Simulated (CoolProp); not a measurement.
Aqueous potassium carbonate as a coolant, at 13 °C, 1 atm.

The numbers come from the Melinder's fits for secondary coolants in CoolProp.

| mass % | freezing point (°C) | conductivity (W/(m K)) | density (kg/m³) | viscosity (mPa s) | cp (kJ/(kg K)) |
|---|---|---|---|---|---|
| 1.6 | -0.5 | 0.585 | 1015 | [?] | 4.082 |
| 5.3 | [?] | 0.582 | 1049 | 1.34 | 3.883 |
| 9 | -3.2 | [?] | 1084 | 1.46 | 3.722 |
| 12.8 | -4.8 | 0.574 | 1120 | 1.61 | 3.573 |
| 16.5 | -6.7 | 0.570 | 1157 | [?] | 3.432 |
| 20.2 | -8.9 | 0.567 | 1195 | 2.01 | 3.291 |
| 23.9 | -11.8 | 0.563 | 1235 | [?] | 3.153 |
| 27.6 | -15.6 | 0.560 | 1275 | 2.68 | 3.023 |
| 31.4 | -20.6 | [?] | [?] | 3.21 | 2.906 |

Question: Complete the blanks.

Answer: 
- 1.6, viscosity (mPa s): 1.24
- 5.3, freezing point (°C): -1.8
- 9, conductivity (W/(m K)): 0.578
- 16.5, viscosity (mPa s): 1.79
- 23.9, viscosity (mPa s): 2.30
- 31.4, conductivity (W/(m K)): 0.556
- 31.4, density (kg/m³): 1318
